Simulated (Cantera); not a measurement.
Feed: 1 mol Si, 8 mol F2, 3 mol H2, at 13300 Pa.

Cantera equilibrium calculation (NASA polynomials, part measured and part estimated; ideal gas, pure solids and liquids). Candidate condensed phases: Si; 25 gas species. Equilibrium is a limit: real reactors are often held back by kinetics, nucleation or transport.

log p: log10 of the partial pressure in bar; nothing condenses.

| T (K) | log p HF | log p F | log p F2 | log p SiF4 | log p H2F2 |
|---|---|---|---|---|---|
| 600 | -1.10 | -4.55 | -1.40 | -1.88 | … |
| 700 | -1.10 | -3.54 | -1.40 | -1.88 | … |
| 800 | -1.10 | -2.79 | -1.41 | -1.88 | … |
| 900 | -1.11 | -2.21 | -1.44 | -1.89 | … |
| 1000 | -1.13 | -1.78 | -1.54 | -1.90 | … |
| 1100 | -1.15 | -1.48 | -1.73 | -1.93 | … |
| 1200 | -1.18 | -1.32 | -2.06 | -1.96 | … |
| 1300 | -1.20 | -1.25 | -2.48 | -1.98 | … |

Complete the blanks.


- 600, log p H2F2: -5.57
- 700, log p H2F2: -5.94
- 800, log p H2F2: -6.22
- 900, log p H2F2: -6.45
- 1000, log p H2F2: -6.66
- 1100, log p H2F2: -6.85
- 1200, log p H2F2: -7.02
- 1300, log p H2F2: -7.15
